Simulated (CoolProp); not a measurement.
Vapour-liquid equilibrium of n-heptane (1) + n-dodecane (2) at 0.992 bar; x and y are mole fractions of (1).

Values from CoolProp's multi-fluid Helmholtz-energy mixture model, Span 2003 and Lemmon 2004; pair parameters Bell 2016.

```tsv
x	bubble temperature, mixture model (K)	bubble temperature, Raoult's law (K)	y, mixture model	y, Raoult's law
0.05	471.9	467.2	0.357	0.446
0.125	450.4	444.6	0.666	0.732
0.2	433.5	428.9	0.816	0.851
0.275	420.5	417.3	0.891	0.909
0.35	410.3	408.3	0.932	0.941
0.425	402.3	401.1	0.955	0.961
0.5	395.8	395.1	0.970	0.973
0.575	390.4	390.0	0.979	0.982
0.65	385.9	385.6	0.986	0.987
0.725	382.0	381.8	0.990	0.992
0.8	378.5	378.4	0.994	0.995
0.875	375.4	375.3	0.997	0.997
0.95	372.6	372.5	0.999	0.999
```

The largest gap from Raoult's law is +5.8 K in bubble temperature, at x = 0.125. No azeotrope shows between x = 0.05 and 0.95.

Pair parameters are fitted to limited data, so mixtures are less certain than the pure fluids.
